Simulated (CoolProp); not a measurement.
Hexamethyldisiloxane (MM) along the isotherm 346.85 °C: fugacity coefficient from the reference equation and from simpler models built on Tc = 245.6 °C, pc = 1931 kPa, ω = 0.418; each cubic takes its own stable root.

Values from CoolProp's reference Helmholtz-energy equation of state, Thol 2016.

| p (kPa) | phase | reference |
|---|---|---|
| 1930 | gas | 0.8279 |
| 3860 | supercritical | 0.6901 |
| 5790 | supercritical | 0.5902 |
| 7720 | supercritical | 0.5288 |
| 9660 | supercritical | 0.4935 |
| 11600 | supercritical | 0.4741 |
| 13500 | supercritical | 0.4652 |
| 15400 | supercritical | 0.4632 |
| 17400 | supercritical | 0.4668 |
| 19300 | supercritical | 0.4745 |

### Question
How far does each simpler model (van der Waals, Redlich-Kwong, Soave-Redlich-Kwong, Peng-Robinson) lie from the reference over these 10 states: mean and median of the absolute difference, and the worst?

### Answer
- van der Waals: mean 5.0 %, median 5.0 %, worst -9.4 % at 346.85 °C and 5790 kPa
- Redlich-Kwong: mean 7.5 %, median 8.2 %, worst -9.1 % at 346.85 °C and 19300 kPa
- Soave-Redlich-Kwong: mean 8.9 %, median 10.3 %, worst +12.8 % at 346.85 °C and 19300 kPa
- Peng-Robinson: mean 1.3 %, median 1.0 %, worst -3.3 % at 346.85 °C and 19300 kPa
